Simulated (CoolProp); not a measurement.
Properties of R365MFC along the isobar 0.101 MPa.

The numbers come from the reference Helmholtz-energy equation of state, Lemmon 2016 in CoolProp.

| T (K) | phase | density (kg/m³) | cp (kJ/(kg K)) | expansivity (1/kK) | fugacity coefficient |
|---|---|---|---|---|---|
| 388.4 | gas | 4.725 | 1.158 | 2.760 | 0.9805 |
| 397 | gas | 4.616 | ___ | 2.683 | 0.9819 |
| 405.6 | gas | 4.512 | 1.183 | 2.612 | 0.9831 |
| 414.2 | gas | 4.413 | ___ | 2.545 | 0.9843 |
| 422.8 | gas | 4.319 | 1.209 | 2.483 | 0.9853 |
| 431.3 | gas | 4.230 | ___ | 2.426 | 0.9862 |
| 439.9 | gas | 4.143 | 1.235 | 2.371 | 0.9870 |
| 448.5 | gas | 4.061 | 1.247 | 2.319 | 0.9878 |
| 457.1 | gas | 3.981 | ___ | 2.270 | 0.9885 |
| 465.7 | gas | 3.905 | 1.273 | 2.223 | 0.9892 |
| 474.3 | gas | 3.832 | ___ | 2.179 | 0.9898 |
| 482.8 | gas | 3.762 | 1.298 | 2.137 | 0.9904 |
| 491.4 | gas | 3.694 | ___ | 2.097 | 0.9909 |
| 500 | gas | 3.629 | ___ | 2.058 | 0.9914 |

Q: Complete the blanks.

A: 
- 397, cp (kJ/(kg K)): 1.170
- 414.2, cp (kJ/(kg K)): 1.196
- 431.3, cp (kJ/(kg K)): 1.222
- 457.1, cp (kJ/(kg K)): 1.260
- 474.3, cp (kJ/(kg K)): 1.286
- 491.4, cp (kJ/(kg K)): 1.311
- 500, cp (kJ/(kg K)): 1.324
